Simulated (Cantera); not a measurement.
A perfectly stirred reactor is fed with NH₃ : H₂ = 1 : 0.14 (molar parts), at 1.01 bar; it is held at 2373 K, and followed from long to short residence time.

Detailed kinetics in Cantera: the gas-phase N/H chemistry of the illustrative SiF4/NH3 mechanism in the Surface Chemkin manual (1991). Walls and surfaces, which speed up NH3 decomposition in real reactors, are not modelled.

| quantity | before | after |
|---|---|---|
| x(NH₃) at τ = 0.840 s | 0.000835 | 0.391 |
| x(H₂) at τ = 0.840 s | 0.756 | 0.480 |
| x(H) at τ = 0.840 s | 0.0115 | 7.25e-5 |
| x(N₂) at τ = 0.840 s | 0.232 | 0.130 |
| x(N₂H₂) at τ = 0.840 s | 8.56e-9 | 4.35e-7 |
| x(NH₃) at τ = 73.0 ms | 0.00680 | 0.777 |
| x(H₂) at τ = 73.0 ms | 0.755 | 0.196 |
| x(H) at τ = 73.0 ms | 0.00696 | 2.43e-5 |
| x(N₂) at τ = 73.0 ms | 0.231 | 0.0265 |
| x(N₂H₂) at τ = 73.0 ms | 1.37e-7 | 1.37e-6 |

**Question.** Name the change that produced these shifts.
(A) temperature 2373 to 1750 K
(B) temperature 2373 to 2423 K
(C) temperature 2373 to 2050 K
(D) pressure from 1.01 bar to 24.0 Torr

**Answer.** A, temperature 2373 to 1750 K
